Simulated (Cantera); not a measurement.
**Hydrocarbon pyrolysis for carbon deposition**

An isothermal, constant-pressure homogeneous reactor starts with 0.990 % C₃H₈, 99.0 % H₂, at 1350 K and 0.602 atm.

Model: GRI-Mech 3.0 (53 species, 325 reactions), integrated in Cantera. GRI-Mech 3.0 was tuned for natural gas; its chemistry of propane as a main component is partial and can be far from experiment. GRI-Mech 3.0 stops at C3 and has no aromatics, soot or wall deposition, so with more carbon than oxygen in the feed, carbon stays in small species such as C2H2 where larger ones or solid carbon would form.

```tsv
t (s)	x C₃H₈	x H₂	x C₂H₂	x C₂H₄	x C₂H₆	x CH₂	x CH₄
0.000100	0.00704	0.987	8.09e-6	0.00274	5.50e-5	9.12e-9	0.00274
0.000313	0.00169	0.982	0.000151	0.00774	0.000110	4.62e-9	0.00830
0.000979	9.63e-5	0.980	0.000549	0.00872	0.000127	4.63e-10	0.0103
0.00306	2.91e-6	0.980	0.000974	0.00828	0.000132	6.78e-11	0.0106
0.00959	4.94e-8	0.980	0.00163	0.00751	0.000122	4.40e-11	0.0109
0.0300	3.44e-8	0.980	0.00291	0.00597	9.57e-5	3.71e-11	0.0114
0.0939	2.19e-8	0.979	0.00415	0.00424	6.64e-5	2.81e-11	0.0124
0.294	1.69e-8	0.978	0.00406	0.00338	5.19e-5	2.34e-11	0.0144
0.919	1.24e-8	0.976	0.00303	0.00251	3.77e-5	1.84e-11	0.0183
2.88	5.37e-9	0.973	0.00155	0.00128	1.84e-5	1.07e-11	0.0239
9.00	9.83e-10	0.971	0.000391	0.000327	4.61e-6	5.01e-12	0.0282
```
x: mole fraction; the columns are a selection and need not sum to one.

Equilibrium at this temperature and pressure: C₃H₈ 2.34e-10, H₂ 0.970, C₂H₂ 9.65e-5, C₂H₄ 8.54e-5, C₂H₆ 1.56e-6, CH₂ 3.77e-12, CH₄ 0.0293 (gas phase only).
